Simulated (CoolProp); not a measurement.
Vapour-liquid equilibrium of cyclohexane (1) + ethylbenzene (2) at 39.95 °C; x and y are mole fractions of (1).

The numbers come from the multi-fluid Helmholtz-energy mixture model, Zhou 2014 and Zhou 2012; pair parameters Bell 2016 in CoolProp.

Task: Give the bubble pressure and the first vapour's composition at x = 0.25, 0.45, 0.95. Is there an azeotrope?

Result: x = 0.25: 0.009670 MPa, y = 0.774; x = 0.45: 0.01424 MPa, y = 0.882; x = 0.95: 0.02360 MPa, y = 0.991. No azeotrope shows between x = 0.05 and 0.95.

The pair parameters rest on a limited set of measurements; away from them the model extrapolates.
